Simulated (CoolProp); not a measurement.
Dimethyl ether at 293.15 K and 0.303 MPa is compressed adiabatically to 1.73 MPa with isentropic efficiency 0.85. Each further row changes one setting.

Values from CoolProp's reference Helmholtz-energy equation of state, Wu 2011.

| case | work (kJ/kg) | final temperature (K) | final density (kg/m³) |
|---|---|---|---|
| as stated | 109 | 379.2 | 29.9 |
| efficiency 1 | 92.9 | 371.0 | 31.1 |
| efficiency 0.65 | 143 | 396.4 | 27.8 |
